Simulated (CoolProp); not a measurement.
cis-2-butene along the isotherm 284.4 K: Z from the reference equation and from simpler models built on Tc = 435.8 K, pc = 4.236 MPa, ω = 0.202; each cubic takes its own stable root.

Model: reference Helmholtz-energy equation of state, Lemmon 2005, in CoolProp. It is a short technical equation, of lower accuracy than the large ones.

```csv
p (MPa),phase,reference
0.662,liquid,0.02485
1.32,liquid,0.04947
1.99,liquid,0.07448
2.65,liquid,0.09905
3.31,liquid,0.1236
3.97,liquid,0.1480
4.63,liquid,0.1724
5.3,liquid,0.1971
5.96,liquid,0.2213
6.62,liquid,0.2456
7.28,liquid,0.2697
7.94,liquid,0.2938
8.6,liquid,0.3179
9.27,liquid,0.3422
9.93,liquid,0.3662
10.6,liquid,0.3904
```

Problem. How far does each simpler model (van der Waals, Redlich-Kwong, Soave-Redlich-Kwong, Peng-Robinson) lie from the reference over these 16 states: mean and median of the absolute difference, and the worst?

Solution. 
- van der Waals: mean 58.8 %, median 58.5 %, worst +62.3 % at 284.4 K and 0.662 MPa
- Redlich-Kwong: mean 10.0 %, median 9.9 %, worst +10.9 % at 284.4 K and 0.662 MPa
- Soave-Redlich-Kwong: mean 7.5 %, median 7.5 %, worst +8.0 % at 284.4 K and 0.662 MPa
- Peng-Robinson: mean 4.7 %, median 4.7 %, worst -4.9 % at 284.4 K and 10.6 MPa
